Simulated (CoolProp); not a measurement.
Dry air along the isotherm -123.85 °C: Z from the reference equation and from simpler models built on Tc = -140.6 °C, pc = 3.786 MPa, ω = 0.034; each cubic takes its own stable root.

Values from CoolProp's reference Helmholtz-energy equation of state, Lemmon 2000. It is a pseudo-pure fit of the blend.

```tsv
p (MPa)	phase	reference
0.676	gas	0.9572
1.35	gas	0.9123
2.03	gas	0.8642
2.7	gas	0.8134
3.38	gas	0.7578
4.06	supercritical	0.6976
4.73	supercritical	0.6339
5.41	supercritical	0.5667
6.08	supercritical	0.5054
6.76	supercritical	0.4626
7.44	supercritical	0.4443
8.11	supercritical	0.4423
8.79	supercritical	0.4491
9.46	supercritical	0.4606
```

### Question
How far does each simpler model (Redlich-Kwong, Soave-Redlich-Kwong) lie from the reference over these 14 states: mean and median of the absolute difference, and the worst?

### Answer
- Redlich-Kwong: mean 2.4 %, median 0.8 %, worst +6.0 % at -123.85 °C and 8.11 MPa
- Soave-Redlich-Kwong: mean 3.2 %, median 2.0 %, worst +7.6 % at -123.85 °C and 7.44 MPa
